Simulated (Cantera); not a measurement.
Charge: 1 mol SiCl4, 2.2 mol N2, 0.33 mol NH3, held at 1200 K and 0.00133 bar.

These are equilibrium values from Cantera (NASA tables, ideal gas, pure condensed phases), not measurements of a reactor. Candidate condensed phases: NH4Cl, Si, Si3N4; 28 gas species. The tables' values for SiCl3 are old estimates; treat these amounts as uncertain. Equilibrium is a limit: real reactors are often held back by kinetics, nucleation or transport.

Base state: N2 0.564, HCl 0.215, SiCl4 0.185, H2 0.0170, SiCl3 0.0123, SiCl2 0.00721, SiHCl3 0.000399 (mole fractions); condensed: Si3N4(s).

### Question
What changes in the equilibrium state with this change: NH3 from 0.33 to 4 mol?

### Answer
| species | before | after |
|---|---|---|
| H2 | 0.0170 | 0.356 |
| HCl | 0.215 | 0.328 |
| N2 | 0.564 | 0.310 |
| SiCl4 | 0.185 | 0.00344 |
| SiCl3 | 0.0123 | 0.000687 |
| SiCl2 | 0.00721 | 0.00120 |
| SiHCl3 | 0.000399 | 0.000102 |
| Si3N4(s), mol | 0.0621 | 0.312 |

### Question
What changes in the equilibrium state with this change: temperature from 1200 K to 1100 K?

### Answer
```
species          before     after
-------------  --------  --------
N2                0.564     0.566
HCl               0.215     0.214
SiCl4             0.185     0.198
SiCl3            0.0123   0.00287
SiCl2           0.00721  0.000580
H2               0.0170    0.0188
SiHCl3         0.000399  0.000258
Si3N4(s), mol    0.0621    0.0687
```

### Question
What changes in the equilibrium state with this change: NH3 from 0.33 to 5.2 mol?

### Answer
```json
[
 {"species": "H2", "before": "0.0170", "after": "0.420"},
 {"species": "N2", "before": "0.564", "after": "0.298"},
 {"species": "HCl", "before": "0.215", "after": "0.279"},
 {"species": "SiCl4", "before": "0.185", "after": "0.00132"},
 {"species": "SiCl3", "before": "0.0123", "after": "0.000338"},
 {"species": "SiCl2", "before": "0.00721", "after": "0.000755"},
 {"species": "SiHCl3", "before": "0.000399", "after": "5.43e-5"},
 {"species": "Si3N4(s), mol", "before": "0.0621", "after": "0.322"}
]
```
